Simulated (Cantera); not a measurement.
## Premixed flame

A freely propagating, adiabatic, planar premixed flame of H2 : O2 : N2 = 1 : 0.575 : 2.16 (molar parts), equivalence ratio 0.87, unburnt at 300 K and 1.70 bar; multicomponent+Soret transport, grid criteria slope 0.08 and curve 0.16, no radiation.

Cantera simulation using the H2/O2 subset of GRI-Mech 3.0, which has no nitrogen chemistry; the numbers are that mechanism's predictions, not measurements. Burning velocities carry a grid error of a few per cent, more on coarse grids.

| z (mm) | T (K) | u (m/s) | x H2 | x O2 | x H2O | x H2O2 | x H | x OH |
|---|---|---|---|---|---|---|---|---|
| -0.518 | 300 | 1.59 | 0.268 | 0.154 | <1e-8 | <1e-8 | <1e-8 | <1e-8 |
| -0.346 | 300 | 1.59 | 0.267 | 0.154 | 2.19e-7 | <1e-8 | <1e-8 | <1e-8 |
| -0.259 | 300 | 1.58 | 0.266 | 0.154 | 1.64e-6 | 1.32e-8 | <1e-8 | <1e-8 |
| -0.173 | 302 | 1.58 | 0.258 | 0.156 | 3.96e-5 | 3.72e-7 | <1e-8 | 1.27e-8 |
| -0.0864 | 355 | 1.76 | 0.210 | 0.165 | 0.00356 | 3.91e-5 | 5.15e-7 | 1.05e-5 |
| -0.0432 | 679 | 3.24 | 0.163 | 0.156 | 0.0369 | 0.000129 | 0.00107 | 0.000815 |
| 0 | 1129 | 5.33 | 0.108 | 0.122 | 0.110 | 3.56e-5 | 0.00931 | 0.00204 |
| 0.0432 | 1442 | 6.79 | 0.0577 | 0.0789 | 0.184 | 6.53e-6 | 0.0185 | 0.00564 |
| 0.0864 | 1622 | 7.63 | 0.0329 | 0.0544 | 0.224 | 3.37e-6 | 0.0204 | 0.00932 |
| 0.173 | 1804 | 8.44 | 0.0214 | 0.0411 | 0.248 | 1.65e-6 | 0.0153 | 0.0124 |
| 0.346 | 1963 | 9.11 | 0.0163 | 0.0361 | 0.262 | 8.74e-7 | 0.00844 | 0.0128 |
| 0.691 | 2085 | 9.61 | 0.0107 | 0.0327 | 0.275 | 5.39e-7 | 0.00376 | 0.0112 |
| 1.38 | 2165 | 9.93 | 0.00588 | 0.0308 | 0.284 | 3.62e-7 | 0.00136 | 0.00875 |
x: mole fraction of selected species; z is measured from the peak of heat release.

```yaml
laminar_burning_velocity: 159 cm/s
thermal_thickness: 0.173 mm
peak x(H2O2): 0.000132
peak x(H): 0.0205
peak x(OH): 0.0129
grid_points: 114
```
